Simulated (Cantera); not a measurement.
Input (Python, Cantera):

```python
import numpy as np
import cantera as ct

gas = ct.Solution("h2o2.yaml")
gas.TPX = 1148, 250, {'H2': 0.11, 'O2': 1}
reactor = ct.IdealGasConstPressureReactor(gas, energy="off", clone=False)
net = ct.ReactorNet([reactor])
net.rtol, net.atol = 1e-08, 1e-18
show = ['H2', 'O2', 'OH', 'H', 'H2O2', 'O', 'H2O']
times = np.geomspace(0.0002, 70, 13)

steps = ct.SolutionArray(gas, extra=["t"])
rows = []
print(f"{'t/s':>10s}{'T/K':>9s}{'P/Pa':>11s}" + "".join(f"{s:>11s}" for s in show))
for t in times:
    while net.time < t:
        t_next = net.step()
        steps.append(gas.state, t=t_next)
    rows.append([np.interp(t, steps.t, y) for y in (steps.T, steps.P, *steps(*show).X.T)])
    print(f"{t:10.3e}{rows[-1][0]:9.1f}{rows[-1][1]:11.4g}" + "".join(f"{x:11.3e}" for x in rows[-1][2:]))
rate = np.gradient(steps.T, steps.t)
print("integrator steps:", len(steps.t))
if steps.T.max() > steps.T[0] + 200:
    print(f"time of steepest temperature rise: {steps.t[rate.argmax()]:.4e} s")
gas.TPX = 1148, 250, {'H2': 0.11, 'O2': 1}
gas.equilibrate("TP")
print(f"equilibrium (TP): T = {gas.T:.1f} K  " + "  ".join(f"{s} {gas[s].X[0]:.3e}" for s in show))
```

Result:

```
       t/s      T/K       P/Pa         H2         O2         OH          H       H2O2          O        H2O
 2.000e-04   1148.0        250  9.910e-02  9.009e-01  2.348e-10  9.101e-10  1.030e-13  2.779e-10  8.896e-11
 5.795e-04   1148.0        250  9.910e-02  9.009e-01  1.358e-09  2.765e-09  8.639e-13  1.958e-09  1.540e-09
 1.679e-03   1148.0        250  9.910e-02  9.009e-01  1.326e-08  2.082e-08  7.242e-12  2.224e-08  3.385e-08
 4.865e-03   1148.0        250  9.909e-02  9.009e-01  2.412e-06  3.654e-06  6.309e-11  4.137e-06  7.770e-06
 1.409e-02   1148.0        250  7.899e-03  8.411e-01  6.981e-03  3.064e-02  5.449e-08  4.096e-02  7.243e-02
 4.084e-02   1148.0        250  2.589e-03  8.358e-01  4.835e-03  2.493e-02  2.770e-08  4.984e-02  8.198e-02
 1.183e-01   1148.0        250  2.286e-03  8.449e-01  4.566e-03  1.989e-02  2.967e-08  4.257e-02  8.574e-02
 3.428e-01   1148.0        250  1.559e-03  8.637e-01  3.808e-03  1.044e-02  3.384e-08  2.737e-02  9.316e-02
 9.933e-01   1148.0        250  5.578e-04  8.850e-01  2.300e-03  2.090e-03  3.654e-08  9.299e-03  1.008e-01
 2.878e+00   1148.0        250  9.048e-05  8.938e-01  9.299e-04  1.337e-04  2.641e-08  1.486e-03  1.035e-01
 8.338e+00   1148.0        250  1.172e-05  8.954e-01  3.357e-04  6.245e-06  1.189e-08  1.927e-04  1.041e-01
 2.416e+01   1148.0        250  1.880e-06  8.956e-01  1.348e-04  4.031e-07  4.364e-09  3.099e-05  1.042e-01
 7.000e+01   1148.0        250  3.941e-07  8.957e-01  6.182e-05  3.889e-08  1.524e-09  6.518e-06  1.042e-01
integrator steps: 1854
equilibrium (TP): T = 1148.0 K  H2 9.106e-09  O2 8.957e-01  OH 9.415e-06  H 1.376e-10  H2O2 7.268e-11  O 1.512e-07  H2O 1.043e-01
```

Computed with Cantera and the H2/O2 subset of GRI-Mech 3.0, which has no nitrogen chemistry. Radical loss at walls, strong at low pressure, is not modelled. The temperature is held fixed by assumption; the heat of reaction is taken as removed at once.
